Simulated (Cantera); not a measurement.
Input (Python, Cantera) and output of one run.

```python
import numpy as np
import cantera as ct

gas_names = """
    O2 H2O
""".split()
cond_names = """
    Cu(L) CuO2H2(s) Cu2O(s)
""".split()


# ... load() reads the species with a 1 bar reference pressure and builds the phases ...
species = {s.name: s for s in load("nasa_gas.yaml", gas_names) + load("nasa_condensed.yaml", cond_names)}
T = 1450
g = {n: (s.thermo.h(T) - T * s.thermo.s(T)) / (ct.gas_constant * T * np.log(10)) for n, s in species.items()}
valid = cond_names  # the entries whose range holds T


def stable(la, lb):
    # potentials (over RT ln 10) of the two non-metals from log10 p(O2) and log10 p(H2O) in bar
    mu = {}
    mu["O"] = (g["O2"] + la) / 2
    mu["H"] = (g["H2O"] + lb - 1 * mu["O"]) / 2
    cost = {}
    for n in valid:
        c = species[n].composition
        cost[n] = (g[n] - sum(c.get(e, 0) * m for e, m in mu.items())) / c["Cu"]
    return min(cost, key=cost.get)


results = []
for lb in [0, -1.7, -3.3, -5, -6.7, -8.3, -10, -11.7, -13.3, -15]:
    row = [stable(la, lb) for la in [-13, -12.1, -11.1, -10.2, -9.3, -8.4, -7.4, -6.5, -5.6, -4.6, -3.7, -2.8, -1.9, -0.9, 0]]
    results.append(row)
    print(f"{lb:6.1f}  " + " ".join(f"{valid.index(n):x}" for n in row))
print("key: " + ", ".join(f"{i:x} {n}" for i, n in enumerate(valid)))
```

It prints:

```
   0.0  0 0 0 0 0 0 0 0 0 0 2 2 2 2 2
  -1.7  0 0 0 0 0 0 0 0 0 0 2 2 2 2 2
  -3.3  0 0 0 0 0 0 0 0 0 0 2 2 2 2 2
  -5.0  0 0 0 0 0 0 0 0 0 0 2 2 2 2 2
  -6.7  0 0 0 0 0 0 0 0 0 0 2 2 2 2 2
  -8.3  0 0 0 0 0 0 0 0 0 0 2 2 2 2 2
 -10.0  0 0 0 0 0 0 0 0 0 0 2 2 2 2 2
 -11.7  0 0 0 0 0 0 0 0 0 0 2 2 2 2 2
 -13.3  0 0 0 0 0 0 0 0 0 0 2 2 2 2 2
 -15.0  0 0 0 0 0 0 0 0 0 0 2 2 2 2 2
key: 0 Cu(L), 1 CuO2H2(s), 2 Cu2O(s)
```

Source: NASA polynomial tables (part measured, part estimated), evaluated in Cantera.
